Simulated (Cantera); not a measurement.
Charge: 1 mol Fe₂O₃, 0.26 mol O₂, at 0.133 bar.

These are equilibrium values from Cantera (NASA tables, ideal gas, pure condensed phases), not measurements of a reactor. Candidate condensed phases: Fe, FeO, Fe₂O₃, Fe₃O₄; 5 gas species. Rates play no part.

log p: log10 of the partial pressure in bar; n: condensed amount in mol.

| T (K) | log p O₂ | log p O | log p FeO | log p O₃ | n Fe₂O₃(s) | n Fe₃O₄(s) |
|---|---|---|---|---|---|---|
| 1248 | -0.88 | -7.61 | <-12 | -10.83 | 1.00 | 0 |
| 1298 | -0.88 | -7.21 | <-12 | -10.60 | 1.00 | 0 |
| 1348 | -0.88 | -6.83 | <-12 | -10.38 | 1.00 | 0 |
| 1398 | -0.88 | -6.48 | … | -10.18 | 1.00 | 0 |
| 1448 | -0.88 | -6.15 | … | -10.00 | 1.00 | 0 |
| 1498 | -0.88 | -5.84 | … | -9.82 | 1.00 | 0 |
| 1548 | -0.88 | -5.56 | … | -9.66 | 1.00 | 0 |
| 1598 | -0.88 | -5.29 | … | -9.51 | 1.00 | 0 |
| 1648 | -0.88 | -5.03 | … | -9.37 | 0 | 0.667 |
| 1698 | -0.88 | -4.80 | … | -9.23 | 0 | 0.667 |
| 1748 | -0.88 | -4.57 | … | -9.10 | 0 | 0.667 |

Question: What belongs in the gaps?

Answer: 
- 1398, log p FeO: -12.52
- 1448, log p FeO: -11.70
- 1498, log p FeO: -10.94
- 1548, log p FeO: -10.23
- 1598, log p FeO: -9.57
- 1648, log p FeO: -8.95
- 1698, log p FeO: -8.40
- 1748, log p FeO: -7.88
